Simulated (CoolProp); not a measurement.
Vapour pressure (bar) of trans-2-butene: the reference equation beside estimates from Tc = 155.5 °C, pc = 40.19 bar, ω = 0.210.

Model: reference Helmholtz-energy equation of state, Lemmon 2005, in CoolProp. It is a short technical equation, of lower accuracy than the large ones.

```
T (°C)  reference  Lee-Kesler  Redlich-Kwong
------  ---------  ----------  -------------
55.75       5.598       5.637          7.294
62.15       6.569       6.620          8.412
68.55       7.659       7.724          9.643
75.05       8.899       8.977          11.02
81.45       10.26       10.35          12.49
87.85       11.77       11.87          14.10
94.25       13.43       13.55          15.84
100.65      15.27       15.39          17.72
107.05      17.29       17.42          19.74
```

Absolute difference from the reference over all 9 rows, mean and median: Lee-Kesler 0.8 and 0.8 %, Redlich-Kwong 22.0 and 21.7 %.
